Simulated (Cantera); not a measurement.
**Stirred combustor or abatement burner**

A perfectly stirred reactor is fed with 3.76 % CH4, 0.489 % C2H6, 20.1 % O2, 75.6 % N2, at 1.00 atm; it is adiabatic with a 573 K inlet, and is followed from long to short residence time, starting on the burning branch (τ in s: 0.38, 0.11, 0.032, 0.0092, 0.0027, 0.00077, 0.00022, 6.5e-05, 1.9e-05, 5.4e-06).

Computed with Cantera and GRI-Mech 3.0 (53 species, 325 reactions).

```csv
τ (s),T (K),x CH4,x C2H6,x O2,x H2O,x CH2CO,x C2H4
0.38,1625,5.47e-6,1.79e-7,0.108,0.0894,3.32e-7,5.89e-7
0.11,1622,1.21e-5,4.11e-7,0.108,0.0893,7.40e-7,1.23e-6
0.032,1616,2.67e-5,9.15e-7,0.108,0.0890,1.51e-6,2.34e-6
0.0092,1604,5.98e-5,2.04e-6,0.109,0.0885,2.81e-6,3.97e-6
0.0027,1580,0.000139,4.66e-6,0.109,0.0876,4.70e-6,5.95e-6
0.00077,1524,0.000401,1.30e-5,0.112,0.0858,8.34e-6,9.43e-6
0.00022,573,0.0376,0.00489,0.201,<1e-12,<1e-12,<1e-12
6.5e-5,573,0.0376,0.00489,0.201,<1e-12,<1e-12,<1e-12
1.9e-5,573,0.0376,0.00489,0.201,<1e-12,<1e-12,<1e-12
5.4e-6,573,0.0376,0.00489,0.201,<1e-12,<1e-12,<1e-12
```
x: mole fraction; the columns are a selection and need not sum to one.
